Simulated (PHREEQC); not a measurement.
**Buffer: an equilibrium model**

Make-up at 25 °C: 140 mmol/kgw H3BO3 and 11 mmol/kgw KOH. Closed to the air; pH follows from the charge balance.

Model: Pitzer model, pitzer.dat, run in PHREEQC.

```json
{
 "pH": "7.89",
 "ionic_strength": "0.0112 mol/kgw",
 "osmotic_coefficient": "0.990",
 "total_alkalinity": "11.0 meq/kg"
}
```

```json
[
 {"species": "B(OH)3", "molality": "0.119", "activity": "0.119", "log γ": "-0.002"},
 {"species": "K+", "molality": "0.0110", "activity": "0.00970", "log γ": "-0.054"},
 {"species": "B(OH)4-", "molality": "0.00604", "activity": "0.00529", "log γ": "-0.058"},
 {"species": "B3O3(OH)4-", "molality": "0.00466", "activity": "0.00386", "log γ": "-0.081"},
 {"species": "B4O5(OH)4-2", "molality": "0.000149", "activity": "8.82e-5", "log γ": "-0.227"},
 {"species": "OH-", "molality": "8.87e-7", "activity": "7.81e-7", "log γ": "-0.055"},
 {"species": "H+", "molality": "1.42e-8", "activity": "1.29e-8", "log γ": "-0.040"}
]
```

Precipitation was switched off in this run.
